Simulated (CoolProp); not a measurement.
A simple Rankine cycle with benzene: condensing at 314.15 K, boiler at 0.213 MPa, turbine inlet 384.5 K, turbine efficiency 0.65, pump efficiency 0.8, no recuperator. Each further row changes one setting.

The numbers come from the reference Helmholtz-energy equation of state, Thol 2012 in CoolProp.

```json
[
 {"case": "as stated", "thermal efficiency (%)": "9.9", "net work (kJ/kg)": "49.9", "heat in (kJ/kg)": "504", "turbine exit temperature (K)": "341.2", "volume ratio over the turbine": "7.80"},
 {"case": "turbine inlet 404.5 K", "thermal efficiency (%)": "10.0", "net work (kJ/kg)": "53.1", "heat in (kJ/kg)": "533", "turbine exit temperature (K)": "362.0", "volume ratio over the turbine": "7.80"},
 {"case": "condensing temperature 306.15 K", "thermal efficiency (%)": "11.0", "net work (kJ/kg)": "57.1", "heat in (kJ/kg)": "518", "turbine exit temperature (K)": "335.0", "volume ratio over the turbine": "10.7"},
 {"case": "boiler pressure 0.149 MPa", "thermal efficiency (%)": "8.4", "net work (kJ/kg)": "42.6", "heat in (kJ/kg)": "506", "turbine exit temperature (K)": "349.1", "volume ratio over the turbine": "5.49"},
 {"case": "turbine efficiency 0.55", "thermal efficiency (%)": "8.4", "net work (kJ/kg)": "42.2", "heat in (kJ/kg)": "504", "turbine exit temperature (K)": "347.4", "volume ratio over the turbine": "7.95"}
]
```
